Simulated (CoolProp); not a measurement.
Values from CoolProp's reference Helmholtz-energy equation of state, de Reuck 1993.

### Question
Give the vapour pressure (bar), liquid cp (kJ/(kg K)), surface tension (mN/m), liquid viscosity (µPa s) of saturated methanol at 265.9 K.

### Answer
```tsv
T (K)	p (bar)	liquid cp (kJ/(kg K))	surface tension (mN/m)	liquid viscosity (µPa s)
265.9	0.0253	2.37	24.9	914
```

Viscosity comes from a separate model (Xiang 2006). Surface tension comes from a separate correlation (Mulero 2012).
